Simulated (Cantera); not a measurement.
Input: 1 mol CaF₂, 0.13 mol H₂O, 51 mol H₂, equilibrated at 1050 K and 0.680 bar.

Equilibrium computed with Cantera from the NASA thermochemical tables; the gas is ideal and each condensed phase is pure. Candidate condensed phases: Ca, CaF₂, CaO, Ca(OH)₂, H₂O; 29 gas species. Mutual solubility and eutectic melting of coexisting phases are not modelled. The numbers say what is thermodynamically allowed, not how fast it happens.

Base state: H₂ 0.997, H₂O 0.00254 (mole fractions); condensed: CaF₂(s) + CaO(s).

### Question
What changes in the equilibrium state with this change: pressure from 0.680 bar to 0.980 Pa?

### Answer
```csv
species,before,after
H₂,0.997,0.997
HF,8.26e-6,0.00176
H₂O,0.00254,0.00166
"CaF₂(s), mol",1.000,0.955
"CaO(s), mol",0.000211,0.0450
```

### Question
What changes in the equilibrium state with this change: pressure from 0.680 bar to 2.30 mbar?

### Answer
```
species         before     after
------------  --------  --------
H₂               0.997     0.997
H₂O            0.00254   0.00247
HF             8.26e-6  0.000140
CaF₂(s), mol     1.000     0.996
CaO(s), mol   0.000211   0.00358
```
